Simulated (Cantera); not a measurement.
Feed: 1 mol Si, 0.95 mol Cl₂, 3.9 mol H₂, at 1098.15 K and 0.260 bar.

Equilibrium computed with Cantera from the NASA thermochemical tables; the gas is ideal and each condensed phase is pure. Candidate condensed phases: Si; 19 gas species. The tables' values for SiCl₃ are old estimates; treat these amounts as uncertain. Kinetics and transport are ignored.

Base state: H₂ 0.858, SiCl₄ 0.0739, HCl 0.0310, SiHCl₃ 0.0298, SiCl₃ 0.00346, SiCl₂ 0.00227, SiH₂Cl₂ 0.00144, SiH₃Cl 1.84e-5 (mole fractions); condensed: Si(s).

Q: What changes in the equilibrium state with this change: temperature from 1098.15 K to 550 K?

A: 
| species | before | after |
|---|---|---|
| H₂ | 0.858 | 0.880 |
| SiCl₄ | 0.0739 | 0.0791 |
| SiHCl₃ | 0.0298 | 0.0402 |
| HCl | 0.0310 | 1.31e-5 |
| SiCl₂ | 0.00227 | <1e-9 |
| SiCl₃ | 0.00346 | 3.77e-8 |
| SiH₃Cl | 1.84e-5 | 3.40e-6 |
| SiH₂Cl₂ | 0.00144 | 0.000863 |
| Si(s), mol | 0.514 | 0.480 |

Q: What changes in the equilibrium state with this change: pressure from 0.260 bar to 0.133 bar?

A: 
```tsv
species	before	after
H₂	0.858	0.855
SiCl₄	0.0739	0.0746
HCl	0.0310	0.0367
SiHCl₃	0.0298	0.0254
SiH₃Cl	1.84e-5	1.11e-5
SiCl₂	0.00227	0.00319
SiH₂Cl₂	0.00144	0.00103
Si(s), mol	0.514	0.524
```
